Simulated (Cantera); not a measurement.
A freely propagating, adiabatic, planar premixed flame of C3H8 : O2 : N2 = 1 : 5.38 : 14.5 (molar parts), unburnt at 625 K and 7500 Torr; mixture-averaged transport, grid criteria slope 0.08 and curve 0.16, no radiation.

Cantera simulation using GRI-Mech 3.0 (53 species, 325 reactions); the numbers are that mechanism's predictions, not measurements. GRI-Mech 3.0 was tuned for natural gas; its chemistry of propane as a main component is partial and can be far from experiment. Burning velocities carry a grid error of a few per cent, more on coarse grids.

How do the results move with these cheaper or finer settings: unity-Lewis-number transport; multicomponent transport; multicomponent+Soret transport; grid criteria slope 0.5, curve 1; grid criteria slope 0.25, curve 0.5; grid criteria slope 0.03, curve 0.06?


```
setting                               laminar burning velocity  thermal thickness  peak x(CH2O)  peak x(C2H4)  grid points
------------------------------------  ------------------------  -----------------  ------------  ------------  -----------
as above                                              146 cm/s          0.0289 mm       0.00352        0.0116          155
unity-Lewis-number transport                          117 cm/s          0.0310 mm       0.00225       0.00771          142
multicomponent transport                              147 cm/s          0.0293 mm       0.00352        0.0117          155
multicomponent+Soret transport                        145 cm/s          0.0293 mm       0.00353        0.0118          155
grid criteria slope 0.5, curve 1                      165 cm/s          0.0328 mm       0.00362        0.0118           36
grid criteria slope 0.25, curve 0.5                   153 cm/s          0.0299 mm       0.00355        0.0116           64
grid criteria slope 0.03, curve 0.06                  143 cm/s          0.0285 mm       0.00351        0.0116          375
```
The base run took roughly 7 core-seconds.
Unity Lewis numbers drop preferential diffusion, which matters most where H2 and H carry the flame; Soret adds thermal diffusion.
